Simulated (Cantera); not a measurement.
What does this Cantera script print?

```python
import numpy as np
import cantera as ct

gas = ct.Solution("gri30.yaml")
gas.TPX = 1473, 100000, {'CH4': 1, 'C2H6': 0.15, 'C3H8': 0.11, 'O2': 8.09, 'N2': 30.4}
reactor = ct.IdealGasConstPressureReactor(gas, energy="on", clone=False)
net = ct.ReactorNet([reactor])
net.rtol, net.atol = 1e-08, 1e-16
show = ['CH4', 'C2H6', 'C3H8', 'HCN', 'CH2CO', 'C2H2']
times = np.geomspace(2e-06, 4, 13)

steps = ct.SolutionArray(gas, extra=["t"])
rows = []
print(f"{'t/s':>10s}{'T/K':>9s}{'P/Pa':>11s}" + "".join(f"{s:>11s}" for s in show))
for t in times:
    while net.time < t:
        t_next = net.step()
        steps.append(gas.state, t=t_next)
    rows.append([np.interp(t, steps.t, y) for y in (steps.T, steps.P, *steps(*show).X.T)])
    print(f"{t:10.3e}{rows[-1][0]:9.1f}{rows[-1][1]:11.4g}" + "".join(f"{x:11.3e}" for x in rows[-1][2:]))
rate = np.gradient(steps.T, steps.t)
print("integrator steps:", len(steps.t))
if steps.T.max() > steps.T[0] + 200:
    print(f"time of steepest temperature rise: {steps.t[rate.argmax()]:.4e} s")
gas.TPX = 1473, 100000, {'CH4': 1, 'C2H6': 0.15, 'C3H8': 0.11, 'O2': 8.09, 'N2': 30.4}
gas.equilibrate("HP")
print(f"equilibrium (HP): T = {gas.T:.1f} K  " + "  ".join(f"{s} {gas[s].X[0]:.3e}" for s in show))
```

It prints:

```
       t/s      T/K       P/Pa        CH4       C2H6       C3H8        HCN      CH2CO       C2H2
 2.000e-06   1472.9      1e+05  2.516e-02  3.770e-03  2.758e-03  9.076e-18  5.136e-11  3.277e-11
 6.701e-06   1472.6      1e+05  2.514e-02  3.755e-03  2.731e-03  9.511e-16  6.736e-09  1.498e-09
 2.245e-05   1471.8      1e+05  2.503e-02  3.673e-03  2.615e-03  7.954e-14  3.812e-07  6.413e-08
 7.521e-05   1482.1      1e+05  2.313e-02  2.886e-03  1.713e-03  4.002e-11  6.097e-05  9.289e-06
 2.520e-04   2079.5      1e+05  3.253e-19  5.330e-35  4.586e-51  2.425e-13  2.671e-21  4.059e-24
 8.442e-04   2236.9      1e+05  6.986e-21  1.044e-38  5.775e-55  9.933e-14  4.605e-23  1.688e-25
 2.828e-03   2255.5      1e+05  3.265e-21 -6.582e-38 -9.321e-52  6.772e-14  1.255e-23  4.459e-26
 9.476e-03   2254.8      1e+05  3.201e-21  1.009e-39  7.980e-58  7.143e-14  1.230e-23  4.347e-26
 3.175e-02   2252.2      1e+05  3.084e-21  9.438e-40  7.045e-58  8.205e-14  1.168e-23  4.066e-26
 1.064e-01   2245.7      1e+05  2.798e-21  7.905e-40  5.437e-58  1.018e-13  1.016e-23  3.406e-26
 3.564e-01   2237.6      1e+05  2.471e-21  6.304e-40  3.904e-58  1.152e-13  8.484e-24  2.715e-26
 1.194e+00   2236.0      1e+05  2.412e-21  6.032e-40  3.661e-58  1.167e-13  8.190e-24  2.598e-26
 4.000e+00   2236.0      1e+05  2.412e-21  6.032e-40  3.661e-58  1.167e-13  8.190e-24  2.597e-26
integrator steps: 1727
time of steepest temperature rise: 1.4246e-04 s
equilibrium (HP): T = 2236.0 K  CH4 3.784e-21  C2H6 1.123e-39  C3H8 7.556e-58  HCN 1.167e-13  CH2CO 1.137e-23  C2H2 3.113e-26
```

Computed with Cantera and GRI-Mech 3.0 (53 species, 325 reactions).
